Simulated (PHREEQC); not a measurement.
Synthetic water in mg/kgw, 40 °C, pH 5.87, pe -1.4:

```json
[
 {"constituent": "Na", "mg/kgw": "1.08"},
 {"constituent": "K", "mg/kgw": "0.412"},
 {"constituent": "Ca", "mg/kgw": "1.2"},
 {"constituent": "Mg", "mg/kgw": "1.25"},
 {"constituent": "Cl", "mg/kgw": "3.58"},
 {"constituent": "S(6) as SO4", "mg/kgw": "3.77"},
 {"constituent": "Alkalinity as HCO3", "mg/kgw": "2.77"},
 {"constituent": "Fe(2)", "mg/kgw": "0.219"},
 {"constituent": "N(-3) as NH4", "mg/kgw": "0.000566"},
 {"constituent": "Si as SiO2", "mg/kgw": "0.00943"},
 {"constituent": "Br", "mg/kgw": "0.00569"}
]
```

Valence states are taken as typed.

Model: ion-association model, phreeqc.dat, run in PHREEQC.

```tsv
quantity	before	after
CO2 (mol/kgw)	0.000122	6.03e-5
HCO3- (mol/kgw)	4.67e-5	4.60e-5
MgSO4 (mol/kgw)	5.56e-7	5.56e-7
CaSO4 (mol/kgw)	1.90e-7	1.90e-7
FeSO4 (mol/kgw)	2.89e-8	2.89e-8
MgHCO3+ (mol/kgw)	2.78e-8	2.74e-8
SI of Quartz (SiO2)	-3.03	-3.03
SI of Siderite (FeCO3)	-3.16	-2.87
```

### Question
What was changed between the two runs?
A) pH from 5.87 to 5.5 at the same alkalinity
B) pH from 5.87 to 6.17 at the same alkalinity
C) all concentrations times 4 at the same typed pH

### Answer
B, pH from 5.87 to 6.17 at the same alkalinity

No solid was allowed to form. Away from 25 °C the constants follow the database's enthalpies or fits; those with neither stay at their 25 °C values.
